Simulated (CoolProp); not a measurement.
Sulfur dioxide at 384.81 K and 6.22 MPa is throttled through a valve to 0.95 MPa with no heat exchange. Each further row changes one setting.

Computed with CoolProp (reference Helmholtz-energy equation of state, Gao 2016).

| case | temperature change (K) | final phase | final density (kg/m³) |
|---|---|---|---|
| as stated | [?] | [?] | 88.7 |
| outlet pressure 0.285 MPa | [?] | two-phase, vapour fraction 0.391 | [?] |
| outlet pressure 1.23 MPa | -47.4 | two-phase, vapour fraction 0.237 | [?] |

### Question
Some entries are withheld; supply them.

### Answer

- as stated, temperature change (K): -57.2
- as stated, final phase: two-phase, vapour fraction 0.273
- outlet pressure 0.285 MPa, temperature change (K): -95.9
- outlet pressure 0.285 MPa, final density (kg/m³): 20.4
- outlet pressure 1.23 MPa, final density (kg/m³): 128
